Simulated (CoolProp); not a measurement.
Ammonia at 298.15 K and 1.57 MPa is throttled through a valve to 0.27 MPa with no heat exchange. Each further row changes one setting.

The numbers come from the reference Helmholtz-energy equation of state, Gao 2020 in CoolProp.

```csv
case,temperature change (K),final phase,final density (kg/m³)
as stated,-36.8,"two-phase, vapour fraction 0.132",16.5
outlet pressure 0.081 MPa,-62.7,"two-phase, vapour fraction 0.209",3.45
outlet pressure 0.351 MPa,-30.3,"two-phase, vapour fraction 0.111",24.9
```
